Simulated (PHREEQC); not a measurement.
A made-up water analysis in mg/kgw, 25 °C, pH 6, pe 12.8: Na 0.0288; K 0.00165; Ca 0.0152; Mg 0.00305; Cl 0.0366; S(6) as SO4 0.0302; Alkalinity as HCO3 0.0367; Br 0.00128; N(5) as NO3 0.00175; F 1.45e-05.

Valence states are taken as typed.

Model: ion-association model, phreeqc.dat, run in PHREEQC.

Precipitation was switched off in this run.

Problem. Predict the ionic strength, charge-balance error.

Solution. ionic strength 4.13e-6 mol/kgw; charge-balance error -0.1 %.

Problem. In which forms is C present?

Solution. CO2 69 %, HCO3- 31 % of the C.
